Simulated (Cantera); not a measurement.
Source: NASA polynomial tables (part measured, part estimated), evaluated in Cantera. Values are per mole of reaction as written; species without (g) are pure solids or liquids, kept so even where they would boil at 1 bar.

### Question
Between 1050 and 2250 K, where is each reaction favourable under standard conditions?
- 3 Si(g) + 2 N2(g) ⇌ Si3N4

### Answer
- 3 Si(g) + 2 N2(g) ⇌ Si3N4: ΔG° is -1279 kJ at 1050 K and -376 kJ at 2250 K; it stays negative (K > 1). ΔH° is -2035 kJ and ΔS° -737 J/K at 2250 K.
